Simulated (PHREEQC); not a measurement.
Dissolve 0.043 mol/kgw NaHSO4 and 0.057 mol/kgw Na2CO3 at 25 °C. Closed to the air; pH follows from the charge balance.

Model: ion-association model, wateq4f.dat, run in PHREEQC.

Precipitation was switched off in this run.

Q: Order these Na species by the share of Na that they hold, largest first: NaHCO3, NaSO4-, NaCO3-, Na+.

A: Na+ (90 %), NaSO4- (4.8 %), NaCO3- (4.1 %), NaHCO3 (1.1 %)

The pH is 9.22 and the ionic strength 0.184 mol/kgw.
